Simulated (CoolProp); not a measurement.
A closed Brayton cycle with carbon dioxide: compressor inlet 318.15 K and 9.8 MPa, high pressure 29.5 MPa, turbine inlet 745 K, compressor efficiency 0.8, turbine efficiency 0.9, recuperator effectiveness 0.9 (on enthalpy, no pinch check). Each further row changes one setting.

Model: reference Helmholtz-energy equation of state, Span 1996, in CoolProp.

| case | thermal efficiency (%) | net work (kJ/kg) | compressor to turbine work | compressor exit (K) | turbine exit (K) |
|---|---|---|---|---|---|
| as stated | 31.6 | 84.9 | 0.33 | 375.8 | 620.3 |
| turbine inlet 695 K | 29.4 | 74.3 | 0.36 | 375.8 | 574.8 |
| compressor inlet 328.15 K | 29.1 | 70.3 | 0.45 | 412.2 | 620.3 |
| high pressure 25.1 MPa | 30.6 | 76.3 | 0.31 | 366.7 | 638.1 |
| recuperator effectiveness 0.5 | 22.0 | 84.9 | 0.33 | 375.8 | 620.3 |
